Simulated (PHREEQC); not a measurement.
Make-up at 25 °C: 1.1 mmol/kgw Ca(HCO3)2, 3.6 mmol/kgw NaHCO3 and 85 mmol/kgw MgSO4. Closed to the air; pH follows from the charge balance.

Equilibrium calculation in PHREEQC: ion-association model, phreeqc.dat.

This is a speciation only: nothing precipitates in the calculation.

Predict the pH, ionic strength.

pH 7.71; ionic strength 0.172 mol/kgw.

In which forms is Ca present?

Ca+2 57 %, CaSO4 42 %, CaHCO3+ 1.1 % of the Ca.
